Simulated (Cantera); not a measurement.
Charge: 1 mol SiH4, 0.34 mol O2, 0.64 mol H2, held at 0.770 bar.

These are equilibrium values from Cantera (NASA tables, ideal gas, pure condensed phases), not measurements of a reactor. Candidate condensed phases: H2O, Si, SiO2; 18 gas species. Each liquid is taken as pure. Mutual solubility and eutectic melting of coexisting phases are not modelled. The tables hold silica as quartz up to 1696 K and as liquid above; real silica turns to tridymite and cristobalite and melts near 1996 K. Gases not in the tables: Si2H6 and higher silanes. Rates play no part.

x: gas mole fraction; n: condensed amount in mol.

```csv
T (°C),x H2,x SiO,x H,x H2O,x SiH2,n Si(s),n SiO2(α-quartz),n SiO2(β-quartz),n Si(l),n SiO2(condensed)
375,1.00,<1e-12,<1e-12,<1e-12,<1e-12,0.660,0.340,0,0,0
475,1.00,<1e-12,<1e-12,<1e-12,<1e-12,0.660,0.340,0,0,0
575,1.00,<1e-12,2.17e-11,1.16e-11,<1e-12,0.660,0,0.340,0,0
675,1.00,6.83e-11,5.98e-10,2.52e-10,(withheld),0.660,0,0.340,0,0
775,1.00,4.57e-9,8.80e-9,3.01e-9,(withheld),0.660,0,0.340,0,0
875,1.000,1.45e-7,8.16e-8,2.31e-8,(withheld),0.660,0,0.340,0,0
975,1.000,2.63e-6,5.32e-7,1.27e-7,(withheld),0.660,0,0.340,0,0
1075,1.000,3.06e-5,2.64e-6,5.37e-7,(withheld),0.660,0,0.340,0,0
1175,1.000,0.000252,1.05e-5,1.86e-6,(withheld),0.660,0,0.340,0,0
1275,0.998,0.00157,3.51e-5,5.43e-6,(withheld),0.658,0,0.338,0,0
1375,0.992,0.00776,0.000101,1.38e-5,(withheld),0.650,0,0.330,0,0
1475,0.970,0.0297,0.000256,3.27e-5,(withheld),0,0,0,0.620,0.300
1575,0.906,0.0931,0.000575,6.90e-5,(withheld),0,0,0,0.524,0.204
```

Question: Fill in the missing entries.

Answer: 
- 675, x SiH2: 1.90e-11
- 775, x SiH2: 3.55e-10
- 875, x SiH2: 3.97e-9
- 975, x SiH2: 3.02e-8
- 1075, x SiH2: 1.69e-7
- 1175, x SiH2: 7.48e-7
- 1275, x SiH2: 2.72e-6
- 1375, x SiH2: 8.41e-6
- 1475, x SiH2: 1.99e-5
- 1575, x SiH2: 3.77e-5
